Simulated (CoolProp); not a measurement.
Model: reference Helmholtz-energy equation of state, Span 2000, in CoolProp.

Q: For nitrogen, give the phase and the cp (kJ/(kg K)), cv (kJ/(kg K)), speed of sound (m/s) at -33.15 °C and 4.24 MPa; -33.15 °C and 5.94 MPa; -33.15 °C and 6.79 MPa.

A: 
- -33.15 °C and 4.24 MPa: supercritical; cp 1.17, cv 0.761, speed of sound 320
- -33.15 °C and 5.94 MPa: supercritical; cp 1.22, cv 0.767, speed of sound 324
- -33.15 °C and 6.79 MPa: supercritical; cp 1.25, cv 0.770, speed of sound 326
